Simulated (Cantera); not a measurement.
# Low-pressure radical oxidation in H2/O2

An isothermal, constant-pressure homogeneous reactor starts with 13.8 % H2, 86.2 % O2, at 1223 K and 1.88 Torr.

Computed with Cantera and GRI-Mech 3.0 (53 species, 325 reactions). Radical loss at walls, strong at low pressure, is not modelled. The temperature is held fixed by assumption; the heat of reaction is taken as removed at once.

```csv
t (s),x H2,x O2,x HO2,x H2O,x H2O2,x OH,x H
0.000300,0.138,0.862,9.41e-9,2.94e-9,3.60e-12,3.20e-9,8.15e-9
0.000911,0.138,0.862,2.86e-8,6.78e-8,3.30e-11,2.90e-8,5.22e-8
0.00277,0.138,0.862,9.02e-8,1.12e-5,3.03e-10,3.45e-6,5.87e-6
0.00840,0.0120,0.781,1.24e-6,0.0986,6.31e-8,0.0108,0.0439
0.0255,0.00477,0.773,1.22e-6,0.110,3.74e-8,0.00808,0.0383
0.0775,0.00441,0.781,1.24e-6,0.115,3.94e-8,0.00782,0.0330
0.235,0.00341,0.801,1.26e-6,0.125,4.41e-8,0.00695,0.0209
0.714,0.00150,0.831,1.13e-6,0.139,4.80e-8,0.00470,0.00558
2.17,0.000259,0.848,5.85e-7,0.146,3.30e-8,0.00197,0.000382
6.59,3.02e-5,0.851,1.45e-7,0.148,1.30e-8,0.000673,1.52e-5
20.0,4.45e-6,0.852,3.05e-8,0.148,4.32e-9,0.000259,8.61e-7
```
x: mole fraction; the columns are a selection and need not sum to one.

Equilibrium at this temperature and pressure: H2 6.57e-8, O2 0.852, HO2 1.34e-8, H2O 0.148, H2O2 2.00e-10, OH 3.15e-5, H 1.55e-9 (gas phase only).
